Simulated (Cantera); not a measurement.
A freely propagating, adiabatic, planar premixed flame of H2 : O2 : N2 = 1 : 0.962 : 3.62 (molar parts), equivalence ratio 0.52, unburnt at 500 K and 128 Torr; multicomponent transport, grid criteria slope 0.08 and curve 0.16, no radiation.

Computed with Cantera and the H2/O2 subset of GRI-Mech 3.0, which has no nitrogen chemistry. Burning velocities carry a grid error of a few per cent, more on coarse grids. Lean hydrogen flames are cellular in practice and burn faster than this planar one.

x: mole fraction of selected species; z is measured from the peak of heat release.

```csv
z (mm),T (K),u (m/s),x H2,x O2,x H,x O,x HO2,x H2O
-11.9,500,2.43,0.179,0.172,<1e-8,<1e-8,<1e-8,<1e-8
-7.92,500,2.43,0.179,0.172,<1e-8,<1e-8,<1e-8,<1e-8
-5.94,500,2.43,0.179,0.172,<1e-8,<1e-8,<1e-8,<1e-8
-3.96,500,2.43,0.179,0.172,2.76e-8,<1e-8,7.28e-7,7.15e-7
-1.98,521,2.52,0.172,0.173,0.000140,8.46e-6,9.60e-5,0.00145
-0.990,698,3.30,0.141,0.169,0.00362,0.000193,5.68e-5,0.0186
0,___,4.71,___,___,___,___,___,___
0.990,1263,5.78,0.0213,0.105,0.0260,0.0106,1.60e-5,0.143
1.98,1386,6.32,0.0117,0.0946,0.0218,0.0122,1.21e-5,0.161
3.96,1511,6.84,___,0.0915,___,___,___,0.169
7.92,1626,7.31,0.00700,0.0900,0.00778,0.00775,6.80e-6,0.177
15.8,1718,7.68,0.00438,0.0896,0.00336,0.00472,4.53e-6,0.184
31.7,1780,7.92,0.00223,0.0898,0.00113,0.00237,2.61e-6,0.189
```

Q: Complete the blanks.

A: 
- 0, T (K): 1019
- 0, x H2: 0.0717
- 0, x O2: 0.142
- 0, x H: 0.0185
- 0, x O: 0.00391
- 0, x HO2: 2.71e-5
- 0, x H2O: 0.0799
- 3.96, x H2: 0.00931
- 3.96, x H: 0.0143
- 3.96, x O: 0.0106
- 3.96, x HO2: 9.27e-6
